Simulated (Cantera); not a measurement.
A perfectly stirred reactor is fed with H2 : O2 : N2 = 1 : 0.455 : 1.71 (molar parts), equivalence ratio 1.1, at 1200000 Pa; it is adiabatic with a 798 K inlet, and is followed from long to short residence time, starting on the burning branch (τ in s: 0.23, 0.099, 0.042, 0.018, 0.0077, 0.0033, 0.0014, 0.00059, 0.00025, 0.00011, 4.6e-05, 1.9e-05).

Model: the H2/O2 subset of GRI-Mech 3.0, which has no nitrogen chemistry, integrated in Cantera. The hydrogen kinetics of GRI-Mech 3.0 are dated; newer H2 mechanisms differ, most at raised pressure. The pressure lies above the range GRI-Mech 3.0 was tuned for (to about 10 atm).

Task: What does this change do: pressure from 1200000 Pa to 100000 Pa?

Result: 
```json
[
 {"quantity": "blow-out, bracketed by the residence times tried", "before": "burning at 19.0 µs, the shortest tried", "after": "burning at 19.0 µs, the shortest tried"},
 {"quantity": "x(H2) at τ = 0.230 s", "before": "0.0397", "after": "0.0473"},
 {"quantity": "x(O2) at τ = 0.230 s", "before": "0.00189", "after": "0.00510"},
 {"quantity": "x(HO2) at τ = 0.230 s", "before": "2.57e-6", "after": "2.13e-6"},
 {"quantity": "x(H2O) at τ = 0.230 s", "before": "0.319", "after": "0.302"},
 {"quantity": "x(H) at τ = 0.230 s", "before": "0.00411", "after": "0.00971"},
 {"quantity": "x(H2) at τ = 1.40 ms", "before": "0.0402", "after": "0.0543"},
 {"quantity": "x(O2) at τ = 1.40 ms", "before": "0.00211", "after": "0.00872"},
 {"quantity": "x(HO2) at τ = 1.40 ms", "before": "2.87e-6", "after": "3.13e-6"},
 {"quantity": "x(H2O) at τ = 1.40 ms", "before": "0.319", "after": "0.286"},
 {"quantity": "x(H) at τ = 1.40 ms", "before": "0.00433", "after": "0.0171"}
]
```
